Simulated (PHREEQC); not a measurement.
## Copper plating or etch bath (model solution)

Dissolve 0.0012 mol/kgw Cu(NO3)2, 0.00029 mol/kgw HBF4 and 0.00033 mol/kgw Na2SO4 at 20 °C. Closed to the air; pH follows from the charge balance.

All values are PHREEQC results (ion-association model, phreeqc.dat), not measurements.

Each row changes one thing in this solution. No solid was allowed to form.

| case | pH | ionic strength (mol/kgw) | Cu+2 (mol/kgw) | F- (mol/kgw) | HF (mol/kgw) | SO4-2 (mol/kgw) |
|---|---|---|---|---|---|---|
| as made | 3.22 | 0.00506 | 0.00115 | 0.000641 | 0.000491 | 0.000282 |
| diluted 2-fold with water | 3.43 | 0.00263 | 0.000586 | 0.000389 | 0.000186 | 0.000150 |
| 1.9e-05 mol/kgw HF added | 3.21 | 0.00507 | 0.00115 | 0.000648 | 0.000502 | 0.000282 |
| HBF4 from 0.00029 to 0.000435 mol/kgw | 3.10 | 0.00525 | 0.00115 | 0.000817 | 0.000816 | 0.000279 |
| temperature from 20 to 75 °C | 3.39 | 0.00481 | 0.00115 | 0.000456 | 0.000687 | 0.000258 |
| Na2SO4 from 0.00033 to 6.6e-05 mol/kgw | 3.21 | 0.00440 | 0.00118 | 0.000637 | 0.000495 | 5.60e-5 |
| HBF4 from 0.00029 to 2.9e-05 mol/kgw | 4.02 | 0.00453 | 0.00116 | 0.000102 | 1.24e-5 | 0.000289 |
| diluted 100-fold with water | 4.95 | 5.73e-5 | 1.20e-5 | 1.14e-5 | 1.76e-7 | 3.29e-6 |

Away from 25 °C the constants follow the database's enthalpies or fits; those with neither stay at their 25 °C values. Real BF4- forms and hydrolyses slowly; the run takes it at equilibrium.
